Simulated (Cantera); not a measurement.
# Adiabatic ignition

An adiabatic, constant-pressure homogeneous reactor starts with 5.60 % CH3OH, 18.3 % O2, 68.9 % N2, 7.28 % H2O, equivalence ratio 0.46, at 1750 K and 1.01 bar.

Detailed kinetics in Cantera: GRI-Mech 3.0 (53 species, 325 reactions). GRI-Mech 3.0 was tuned for natural gas; its chemistry of methanol as a main component is partial and can be far from experiment.

```json
[
 {"t (s)": "2.00e-6", "T (K)": "1750", "x CH3OH": "0.0555", "x O2": "0.182", "x H2O": "0.0730", "x HO2": "0.000175", "x HCO": "8.53e-8", "x H2": "0.000136"},
 {"t (s)": "5.02e-6", "T (K)": "1750", "x CH3OH": "0.0544", "x O2": "0.181", "x H2O": "0.0734", "x HO2": "0.000566", "x HCO": "6.78e-7", "x H2": "0.000539"},
 {"t (s)": "1.26e-5", "T (K)": "1759", "x CH3OH": "0.0474", "x O2": "0.177", "x H2O": "0.0771", "x HO2": "0.00171", "x HCO": "1.22e-5", "x H2": "0.00334"},
 {"t (s)": "3.17e-5", "T (K)": "1946", "x CH3OH": "0.00747", "x O2": "0.146", "x H2O": "0.117", "x HO2": "0.00206", "x HCO": "0.000155", "x H2": "0.0283"},
 {"t (s)": "7.96e-5", "T (K)": "2245", "x CH3OH": "<1e-12", "x O2": "0.0947", "x H2O": "0.150", "x HO2": "1.08e-5", "x HCO": "1.46e-8", "x H2": "0.00934"},
 {"t (s)": "0.000200", "T (K)": "2427", "x CH3OH": "<1e-12", "x O2": "0.0938", "x H2O": "0.161", "x HO2": "8.42e-6", "x HCO": "2.97e-9", "x H2": "0.00497"},
 {"t (s)": "0.000502", "T (K)": "2495", "x CH3OH": "<1e-12", "x O2": "0.0934", "x H2O": "0.166", "x HO2": "9.89e-6", "x HCO": "1.23e-9", "x H2": "0.00328"},
 {"t (s)": "0.00126", "T (K)": "2497", "x CH3OH": "<1e-12", "x O2": "0.0931", "x H2O": "0.166", "x HO2": "9.97e-6", "x HCO": "1.16e-9", "x H2": "0.00320"},
 {"t (s)": "0.00317", "T (K)": "2495", "x CH3OH": "<1e-12", "x O2": "0.0924", "x H2O": "0.166", "x HO2": "9.86e-6", "x HCO": "1.15e-9", "x H2": "0.00318"},
 {"t (s)": "0.00796", "T (K)": "2491", "x CH3OH": "<1e-12", "x O2": "0.0909", "x H2O": "0.167", "x HO2": "9.64e-6", "x HCO": "1.11e-9", "x H2": "0.00315"},
 {"t (s)": "0.0200", "T (K)": "2485", "x CH3OH": "<1e-12", "x O2": "0.0887", "x H2O": "0.167", "x HO2": "9.33e-6", "x HCO": "1.06e-9", "x H2": "0.00309"},
 {"t (s)": "0.0502", "T (K)": "2481", "x CH3OH": "<1e-12", "x O2": "0.0875", "x H2O": "0.167", "x HO2": "9.14e-6", "x HCO": "1.03e-9", "x H2": "0.00306"},
 {"t (s)": "0.126", "T (K)": "2481", "x CH3OH": "<1e-12", "x O2": "0.0874", "x H2O": "0.167", "x HO2": "9.13e-6", "x HCO": "1.03e-9", "x H2": "0.00306"},
 {"t (s)": "0.317", "T (K)": "2481", "x CH3OH": "<1e-12", "x O2": "0.0874", "x H2O": "0.167", "x HO2": "9.13e-6", "x HCO": "1.03e-9", "x H2": "0.00306"},
 {"t (s)": "0.796", "T (K)": "2481", "x CH3OH": "<1e-12", "x O2": "0.0874", "x H2O": "0.167", "x HO2": "9.13e-6", "x HCO": "1.03e-9", "x H2": "0.00306"},
 {"t (s)": "2.00", "T (K)": "2481", "x CH3OH": "<1e-12", "x O2": "0.0874", "x H2O": "0.167", "x HO2": "9.13e-6", "x HCO": "1.03e-9", "x H2": "0.00306"}
]
```
x: mole fraction; the columns are a selection and need not sum to one.

The time of steepest temperature rise is 34.6 µs. The temperature at 2.00 s is 2481 K, the equilibrium temperature is 2481 K and the x(CH3OH) at 2.00 s is <1e-12 (gas-phase equilibrium <1e-12). The x(O2) at 2.00 s comes out as 0.0874 (gas-phase equilibrium 0.0874) and the x(H2O) at 2.00 s is 0.167 (gas-phase equilibrium 0.167).
